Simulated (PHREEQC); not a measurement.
A solution holds 2 mmol/kgw HF, 3.9 mmol/kgw (CH3)4NF, 0.0016 mmol/kgw H4SiO4 and 0.0035 mmol/kgw HCl, at 20 °C. Closed to the air; pH follows from the charge balance.

Model: ion-association model, wateq4f.dat, run in PHREEQC.

Question: The ionic strength comes out as 0.00423 mol/kgw. What activity coefficients do Cl-, F-, H+, HF2-, SiF6-2 get?

Answer: Cl- 0.93, F- 0.93, H+ 0.94, HF2- 0.93, SiF6-2 0.76.

This is a speciation only: nothing precipitates in the calculation. (CH3)4N+ isn't in the database: it is added as a free cation with an ion size of 4 Å. SiF6-2 is the database's only silicon fluoride.
